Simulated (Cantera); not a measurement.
An adiabatic, constant-pressure homogeneous reactor starts with CO : H2 : O2 : N2 = 1 : 0.64 : 0.943 : 11.3 (molar parts), equivalence ratio 0.87, at 1150 K and 825 Torr. Integrator tolerance rtol = 1e-08.

Detailed kinetics in Cantera: GRI-Mech 3.0 (53 species, 325 reactions).

Problem. What does this change do: initial temperature 1150 to 1550 K?

Solution. 
```
quantity                                                              before                                      after
---------------------------------  -----------------------------------------  -----------------------------------------
time of steepest temperature rise                                   0.171 ms                                    32.7 µs
temperature at 0.600 s                                                2036 K                                     2330 K
equilibrium temperature                                               2033 K                                     2330 K
x(CO) at 0.600 s                     0.00130 (gas-phase equilibrium 0.00131)    0.00856 (gas-phase equilibrium 0.00856)
x(H2) at 0.600 s                   0.000178 (gas-phase equilibrium 0.000180)    0.00103 (gas-phase equilibrium 0.00103)
x(O2) at 0.600 s                     0.00965 (gas-phase equilibrium 0.00902)      0.0113 (gas-phase equilibrium 0.0113)
x(O) at 0.600 s                      8.25e-5 (gas-phase equilibrium 7.80e-5)  0.000601 (gas-phase equilibrium 0.000601)
x(OH) at 0.600 s                   0.000766 (gas-phase equilibrium 0.000743)    0.00262 (gas-phase equilibrium 0.00262)
x(HO2) at 0.600 s                    2.31e-7 (gas-phase equilibrium 2.17e-7)    6.91e-7 (gas-phase equilibrium 6.91e-7)
```

Problem. What does this change do: initial temperature 1150 to 1800 K?

Solution. 
```csv
quantity,before,after
time of steepest temperature rise,0.171 ms,17.7 µs
temperature at 0.600 s,2036 K,2483 K
equilibrium temperature,2033 K,2483 K
x(CO) at 0.600 s,0.00130 (gas-phase equilibrium 0.00131),0.0163 (gas-phase equilibrium 0.0163)
x(H2) at 0.600 s,0.000178 (gas-phase equilibrium 0.000180),0.00196 (gas-phase equilibrium 0.00196)
x(O2) at 0.600 s,0.00965 (gas-phase equilibrium 0.00902),0.0138 (gas-phase equilibrium 0.0138)
x(O) at 0.600 s,8.25e-5 (gas-phase equilibrium 7.80e-5),0.00150 (gas-phase equilibrium 0.00150)
x(OH) at 0.600 s,0.000766 (gas-phase equilibrium 0.000743),0.00450 (gas-phase equilibrium 0.00450)
x(HO2) at 0.600 s,2.31e-7 (gas-phase equilibrium 2.17e-7),1.20e-6 (gas-phase equilibrium 1.20e-6)
```
